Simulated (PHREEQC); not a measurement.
Solution (35 °C): 0.0019 mol HI, 0.23 mol NH4HS, 0.0029 mol NaOH and 0.005 mol KI per kg of water. Closed to the air; pH follows from the charge balance.

Model: ion-association model, wateq4f.dat, run in PHREEQC.

| Quantity | Value |
|---|---|
| pH | 7.88 |
| ionic strength | 0.224 mol/kgw |
| activity of water | 0.992 |
| total alkalinity | 231 meq/kg |

```json
[
 {"species": "HS-", "molality": "0.217", "activity": "0.151", "log γ": "-0.159"},
 {"species": "NH4+", "molality": "0.216", "activity": "0.160", "log γ": "-0.132"},
 {"species": "NH3", "molality": "0.0136", "activity": "0.0136", "log γ": "0.000"},
 {"species": "H2S", "molality": "0.0126", "activity": "0.0133", "log γ": "0.022"},
 {"species": "I-", "molality": "0.00690", "activity": "0.00509", "log γ": "-0.132"},
 {"species": "K+", "molality": "0.00500", "activity": "0.00349", "log γ": "-0.156"},
 {"species": "Na+", "molality": "0.00290", "activity": "0.00213", "log γ": "-0.134"},
 {"species": "S-2", "molality": "9.51e-6", "activity": "2.67e-6", "log γ": "-0.552"},
 {"species": "OH-", "molality": "2.22e-6", "activity": "1.54e-6", "log γ": "-0.159"},
 {"species": "H+", "molality": "1.68e-8", "activity": "1.32e-8", "log γ": "-0.102"}
]
```

This is a speciation only: nothing precipitates in the calculation. Species that the database lacks are ignored. The polysulfide entries of wateq4f.dat were taken out for this run.
